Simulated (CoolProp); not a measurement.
Saturation properties of ethanol (Tc = 514.7 K, pc = 6.268 MPa, ω = 0.644).

Values from CoolProp's reference Helmholtz-energy equation of state, Schroeder 2014.

| T (K) | p (MPa) | enthalpy of vaporisation (kJ/kg) | vapour Z | vapour viscosity (µPa s) | liquid conductivity (mW/(m K)) |
|---|---|---|---|---|---|
| 279.5 | 0.002476 | 939.8 | 0.9976 | 8.20 | 167 |
| 298.6 | 0.008093 | 920.2 | 0.9943 | 8.79 | 163 |
| 317.8 | 0.02264 | 897.8 | 0.9883 | 9.37 | 160 |
| 336.9 | 0.05515 | 872.2 | 0.9784 | 9.95 | 157 |
| 356.1 | 0.1208 | 842.1 | 0.9635 | 10.5 | 154 |
| 375.2 | 0.2404 | 806.9 | 0.9427 | 11.1 | 151 |
| 394.4 | 0.4437 | 765.2 | 0.9151 | 11.7 | 148 |
| 413.6 | 0.7658 | 716.1 | 0.8798 | 12.2 | 144 |

It boils at 351.6 K under 1 atm.

Viscosity comes from a separate model (Kiselev 2005). Thermal conductivity comes from a separate model (Assael 2013).
